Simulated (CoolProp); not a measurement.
Vapour pressure (MPa) of methanol: the reference equation beside estimates from Tc = 513.4 K, pc = 8.216 MPa, ω = 0.565. Clausius-Clapeyron is anchored at 438.9 K with a constant enthalpy of vaporisation of 25.37 kJ/mol.

The numbers come from the reference Helmholtz-energy equation of state, de Reuck 1993 in CoolProp.

```
T (K)  reference  Clausius-Clapeyron  van der Waals  Redlich-Kwong  Soave-Redlich-Kwong  Peng-Robinson
-----  ---------  ------------------  -------------  -------------  -------------------  -------------
400.2     0.7779               1.022          2.791          1.676               0.7998         0.7977
409.9      1.004               1.224          3.121          1.993                1.035          1.029
419.6      1.279               1.454          3.475          2.349                1.321          1.311
429.2      1.607               1.711          3.849          2.742                1.659          1.645
438.9      2.002               2.002          4.252          3.182                2.066          2.045
448.6      2.469               2.327          4.680          3.667                2.544          2.518
458.3      3.017               2.687          5.134          4.201                3.103          3.071
467.9      3.645               3.080          5.608          4.777                3.742          3.706
```

Absolute difference from the reference over all 8 rows, mean and median: Clausius-Clapeyron 13.2 and 12.3 %, van der Waals 138.4 and 126.0 %, Redlich-Kwong 68.3 and 64.8 %, Soave-Redlich-Kwong 3.0 and 3.1 %, Peng-Robinson 2.2 and 2.3 %.
